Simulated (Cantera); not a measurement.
Feed: 1 mol Al₂O₃, 4.8 mol N₂, held at 0.180 bar.

Equilibrium computed with Cantera from the NASA thermochemical tables; the gas is ideal and each condensed phase is pure. Candidate condensed phases: Al, AlN, Al₂O₃; 16 gas species. The numbers say what is thermodynamically allowed, not how fast it happens.

x: gas mole fraction; n: condensed amount in mol.

| T (K) | x N₂ | x NO | x Al | x O | x AlO | x Al₂O | n Al₂O₃(s) | n Al₂O₃(l) |
|---|---|---|---|---|---|---|---|---|
| 1823 | 1.00 | 9.35e-9 | 6.23e-9 | 3.01e-10 | 1.62e-10 | 1.13e-10 | 1.00 | 0 |
| 1898 | 1.00 | 3.56e-8 | 2.38e-8 | 1.75e-9 | 9.36e-10 | 6.10e-10 | 1.00 | 0 |
| 1973 | 1.00 | … | … | … | … | … | 1.00 | 0 |
| 2048 | 1.000 | 3.81e-7 | 2.58e-7 | 4.02e-8 | 2.11e-8 | 1.21e-8 | 1.000 | 0 |
| 2123 | 1.000 | 1.10e-6 | 7.51e-7 | 1.62e-7 | 8.48e-8 | 4.62e-8 | 1.000 | 0 |
| 2198 | 1.000 | … | … | … | … | … | 1.000 | 0 |
| 2273 | 1.000 | 7.26e-6 | 5.18e-6 | 1.99e-6 | 1.04e-6 | 5.16e-7 | 1.000 | 0 |
| 2348 | 1.000 | 1.68e-5 | 1.24e-5 | 6.07e-6 | 3.17e-6 | 1.50e-6 | 0 | 1.000 |
| 2423 | 1.000 | 3.56e-5 | 2.76e-5 | 1.67e-5 | 8.55e-6 | 3.82e-6 | 0 | 1.000 |
| 2498 | 1.000 | 7.15e-5 | 5.88e-5 | 4.29e-5 | 2.18e-5 | 9.22e-6 | 0 | 1.000 |

Question: Some entries are withheld; supply them.

Answer: 
- 2198, x NO: 2.92e-6
- 2198, x Al: 2.04e-6
- 2198, x O: 5.94e-7
- 2198, x AlO: 3.10e-7
- 2198, x Al₂O: 1.61e-7
- 1973, x NO: 1.22e-7
- 1973, x Al: 8.19e-8
- 1973, x O: 8.93e-9
- 1973, x AlO: 4.72e-9
- 1973, x Al₂O: 2.88e-9
